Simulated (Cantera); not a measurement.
Feed: 1 mol Ti, 180 mol H2, held at 27.0 mbar.

Cantera equilibrium calculation (NASA polynomials, part measured and part estimated; ideal gas, pure solids and liquids). Candidate condensed phases: Ti; 3 gas species. Equilibrium is a limit: real reactors are often held back by kinetics, nucleation or transport.

Which condensed phases are stable at each of these points (T (°C)): 1250, 1325, 1400, 1475, 1550, 1625, 1700, 1775?


```csv
T (°C),condensed phases,Ti condensed (%)
1250,Ti(β),100.0
1325,Ti(β),100.0
1400,Ti(β),100.0
1475,Ti(β),99.9
1550,Ti(β),99.5
1625,Ti(β),98.4
1700,Ti(l),95.4
1775,Ti(l),87.6
```

From 1250 °C to 1625 °C the condensed part is Ti(β). From 1700 °C to 1775 °C the condensed part is Ti(l).
